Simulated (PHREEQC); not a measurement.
## Ultrapure water in contact with air or piping (model solution)

Synthetic water in mg/L, 25 °C, pH 6.74, pe 9.6:

```tsv
constituent	mg/L
Na	0.0324
K	0.000155
Ca	0.0127
Mg	0.017
Cl	0.00645
S(6) as SO4	0.0413
Alkalinity as HCO3	0.146
Si as SiO2	0.000502
Sr	0.000228
Cu(2)	0.000474
```

Valence states are taken as typed.

Model: ion-association model, phreeqc.dat, run in PHREEQC.

Each row changes one thing in this solution. No solid was allowed to form.

| case | HCO3- (mol/kgw) | CO2 (mol/kgw) | Cu+2 (mol/kgw) | Cu(OH)2 (mol/kgw) | CO3-2 (mol/kgw) | CuOH+ (mol/kgw) | SI of Quartz (SiO2) |
|---|---|---|---|---|---|---|---|
| as made | 2.51e-6 | 1.02e-6 | 4.43e-9 | 2.77e-9 | 6.53e-10 | 2.42e-10 | -4.10 |
| Alkalinity from 0.146 to 0.438 mg/L | 7.29e-6 | 2.97e-6 | 4.41e-9 | 2.75e-9 | 1.90e-9 | 2.40e-10 | -4.10 |
| S(6) from 0.0413 to 0.0826 mg/L | 2.51e-6 | 1.02e-6 | 4.43e-9 | 2.76e-9 | 6.53e-10 | 2.41e-10 | -4.10 |
| pH from 6.74 to 6.44 at the same alkalinity | 2.73e-6 | 2.22e-6 | 6.28e-9 | 9.85e-10 | 3.55e-10 | 1.72e-10 | -4.10 |

The database's constant for dissolved Cu(OH)2 is higher than later reviews accept.
